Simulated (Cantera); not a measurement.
Charge: 1 mol Si₃N₄, 0.048 mol C, 1.3 mol N₂, at 1750 K.

Method: chemical equilibrium by Gibbs-energy minimisation in Cantera with the NASA 1993 tables (ideal gas, pure condensed phases). Candidate condensed phases: C, Si, SiC, Si₃N₄; 20 gas species. Mutual solubility and eutectic melting of coexisting phases are not modelled. Rates play no part.

Q: What share of the Si ends up in condensed phases as a function of P (Pa), at 1, 16, 250, 4000, 63000, 1000000?

A: 
```csv
P (Pa),Si condensed (%),as
1,79.8,Si(l) + SiC(s)
16,98.9,Si(l) + SiC(s)
250,99.9,Si(l) + SiC(s)
4000,100.0,SiC(s) + Si₃N₄(s)
63000,100.0,SiC(s) + Si₃N₄(s)
1000000,100.0,Si₃N₄(s)
```
